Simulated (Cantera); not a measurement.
A closed system holds: 1 mol B₂O₃, 3.1 mol F₂, at 1498.15 K and 0.160 bar.

These are equilibrium values from Cantera (NASA tables, ideal gas, pure condensed phases), not measurements of a reactor. Candidate condensed phases: B, B₂O₃; 21 gas species. Rates play no part.

Problem. What is the equilibrium state?

Solution. 
```json
{
  "x(BF₃)": "0.541",
  "x(O₂)": "0.405",
  "x(F)": "0.0539",
  "x(F₂)": "6.36e-5",
  "x(O)": "6.29e-6",
  "x(FO)": "4.04e-6",
  "x(FO₂)": "1.74e-6",
  "gas_amount": "3.700 mol",
  "log10 activity of B(s) (absent)": "-29.98"
}
```
